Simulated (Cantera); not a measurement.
What does this Cantera script print?

```python
import numpy as np
import cantera as ct

gas = ct.Solution("gri30.yaml")
gas.TPX = 1725, 310, {'C2H4': 1, 'H2': 37}
reactor = ct.IdealGasConstPressureReactor(gas, energy="off", clone=False)
net = ct.ReactorNet([reactor])
net.rtol, net.atol = 1e-08, 1e-18
show = ['C2H4', 'H2', 'C2H', 'CH4', 'C2H2']
times = np.geomspace(1e-06, 20, 14)

steps = ct.SolutionArray(gas, extra=["t"])
rows = []
print(f"{'t/s':>10s}{'T/K':>9s}{'P/Pa':>11s}" + "".join(f"{s:>11s}" for s in show))
for t in times:
    while net.time < t:
        t_next = net.step()
        steps.append(gas.state, t=t_next)
    rows.append([np.interp(t, steps.t, y) for y in (steps.T, steps.P, *steps(*show).X.T)])
    print(f"{t:10.3e}{rows[-1][0]:9.1f}{rows[-1][1]:11.4g}" + "".join(f"{x:11.3e}" for x in rows[-1][2:]))
rate = np.gradient(steps.T, steps.t)
print("integrator steps:", len(steps.t))
if steps.T.max() > steps.T[0] + 200:
    print(f"time of steepest temperature rise: {steps.t[rate.argmax()]:.4e} s")
gas.TPX = 1725, 310, {'C2H4': 1, 'H2': 37}
gas.equilibrate("TP")
print(f"equilibrium (TP): T = {gas.T:.1f} K  " + "  ".join(f"{s} {gas[s].X[0]:.3e}" for s in show))
```

Output:

```
       t/s      T/K       P/Pa       C2H4         H2        C2H        CH4       C2H2
 1.000e-06   1725.0        310  2.632e-02  9.737e-01  2.688e-18  3.853e-18  2.353e-07
 3.644e-06   1725.0        310  2.631e-02  9.737e-01  2.601e-17  5.416e-17  8.575e-07
 1.328e-05   1725.0        310  2.631e-02  9.737e-01  1.944e-16  9.823e-16  3.125e-06
 4.840e-05   1725.0        310  2.630e-02  9.737e-01  1.785e-15  4.278e-14  1.139e-05
 1.764e-04   1725.0        310  2.627e-02  9.737e-01  2.282e-14  3.628e-12  4.149e-05
 6.428e-04   1725.0        310  2.616e-02  9.737e-01  3.044e-13  1.922e-10  1.510e-04
 2.343e-03   1725.0        310  2.575e-02  9.737e-01  4.029e-12  3.758e-09  5.470e-04
 8.537e-03   1725.0        310  2.431e-02  9.737e-01  5.212e-11  3.218e-08  1.952e-03
 3.111e-02   1725.0        310  1.957e-02  9.738e-01  6.138e-10  1.756e-07  6.570e-03
 1.134e-01   1725.0        310  8.224e-03  9.741e-01  4.981e-09  7.647e-07  1.763e-02
 4.132e-01   1725.0        310  1.729e-04  9.742e-01  2.034e-08  1.447e-06  2.547e-02
 1.506e+00   1725.0        310  5.861e-06  9.739e-01  7.172e-08  1.491e-06  2.563e-02
 5.488e+00   1725.0        310  3.900e-06  9.729e-01  2.381e-07  1.749e-06  2.562e-02
 2.000e+01   1725.0        310  3.146e-06  9.713e-01  5.049e-07  4.124e-06  2.560e-02
integrator steps: 900
equilibrium (TP): T = 1725.0 K  C2H4 3.073e-06  H2 9.711e-01  C2H 5.470e-07  CH4 4.897e-05  C2H2 2.557e-02
```

Model: GRI-Mech 3.0 (53 species, 325 reactions), integrated in Cantera. GRI-Mech 3.0 was tuned for natural gas; its chemistry of ethylene as a main component is partial and can be far from experiment. GRI-Mech 3.0 stops at C3 and has no aromatics, soot or wall deposition, so with more carbon than oxygen in the feed, carbon stays in small species such as C2H2 where larger ones or solid carbon would form. Radical loss at walls, strong at low pressure, is not modelled.
